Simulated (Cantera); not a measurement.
**Thermodynamics of chlorosilane synthesis and conversion, feed Si + HCl + H2**

Charge: 1 mol Si, 3.8 mol HCl, 1.8 mol H2, held at 1298 K and 750 Torr.

Method: chemical equilibrium by Gibbs-energy minimisation in Cantera with the NASA 1993 tables (ideal gas, pure condensed phases). Candidate condensed phases: Si; 19 gas species. The tables' values for SiCl3 are old estimates; treat these amounts as uncertain. Kinetics and transport are ignored.

x(H2): 0.715
x(SiCl4): 0.117
x(HCl): 0.0745
x(SiHCl3): 0.0508
x(SiCl2): 0.0199
x(SiCl3): 0.0197
x(SiH2Cl2): 0.00310
x(SiH3Cl): 5.32e-5
gas amount: 4.741 mol
log10 activity of Si(s) (absent): -0.02
